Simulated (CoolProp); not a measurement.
Toluene along the isobar 101 kPa: fugacity coefficient from the reference equation and from simpler models built on Tc = 591.7 K, pc = 4126 kPa, ω = 0.266; each cubic takes its own stable root.

Model: reference Helmholtz-energy equation of state, Lemmon 2006, in CoolProp. It is a short technical equation, of lower accuracy than the large ones.

```tsv
T (K)	phase	reference
283.1	liquid	0.01649
297.3	liquid	0.03602
311.4	liquid	0.07191
325.5	liquid	0.1336
339.7	liquid	0.2340
353.8	liquid	0.3864
368	liquid	0.6104
382.1	liquid	0.9213
396.3	gas	0.9654
```

Task: How far does each simpler model (van der Waals, Redlich-Kwong, Soave-Redlich-Kwong, Peng-Robinson) lie from the reference over these 9 states: mean and median of the absolute difference, and the worst?

Result: 
- van der Waals: mean 1089.7 %, median 316.2 %, worst +4816.9 % at 283.1 K and 101 kPa
- Redlich-Kwong: mean 104.8 %, median 117.4 %, worst +197.5 % at 283.1 K and 101 kPa
- Soave-Redlich-Kwong: mean 1.9 %, median 2.0 %, worst -3.3 % at 283.1 K and 101 kPa
- Peng-Robinson: mean 2.1 %, median 1.2 %, worst +6.3 % at 283.1 K and 101 kPa

At some of these states van der Waals, Redlich-Kwong gives the other phase, because its saturation line lies elsewhere.
